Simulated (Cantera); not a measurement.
Input: 1 mol NiS, 5.8 mol H₂, 0.61 mol N₂, at 627 °C and 0.0190 bar.

Cantera equilibrium calculation (NASA polynomials, part measured and part estimated; ideal gas, pure solids and liquids). Candidate condensed phases: Ni, NiS, NiS₂, Ni₃S₂, Ni₃S₄, S; 17 gas species. The numbers say what is thermodynamically allowed, not how fast it happens.

### Question
What is the equilibrium state?

### Answer
```json
{
  "x(H₂)": "0.853",
  "x(N₂)": "0.0952",
  "x(H₂S)": "0.0520",
  "x(NH₃)": "5.59e-6",
  "n(Ni₃S₂(s))": "0.333 mol",
  "gas_amount": "6.410 mol",
  "log10 activity of NiS(s) (absent)": "-0.58",
  "log10 activity of Ni(s) (absent)": "-1.03",
  "log10 activity of NiS₂(s) (absent)": "-3.19"
}
```
